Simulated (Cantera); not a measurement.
A closed system holds: 1 mol SiH₄, 0.052 mol HCl, 3.2 mol H₂, at 17000 Pa.

Method: chemical equilibrium by Gibbs-energy minimisation in Cantera with the NASA 1993 tables (ideal gas, pure condensed phases). Candidate condensed phases: Si; 19 gas species. Gases not in the tables: Si₂H₆ and higher silanes. The numbers say what is thermodynamically allowed, not how fast it happens.

Q: Which condensed phases are stable at each of these points (T (K)): 1348, 1448, 1548, 1648, 1748, 1848, 1948, 2048, 2148, 2248, 2348, 2448, 2548?

A: 
```csv
T (K),condensed phases,Si condensed (%)
1348,Si(s),99.9
1448,Si(s),99.9
1548,Si(s),99.8
1648,Si(s),99.8
1748,Si(l),99.8
1848,Si(l),99.8
1948,Si(l),99.7
2048,Si(l),99.5
2148,Si(l),98.9
2248,Si(l),97.5
2348,Si(l),94.2
2448,Si(l),87.2
2548,Si(l),72.6
```

From 1348 K to 1648 K the condensed part is Si(s). From 1748 K to 2548 K the condensed part is Si(l).
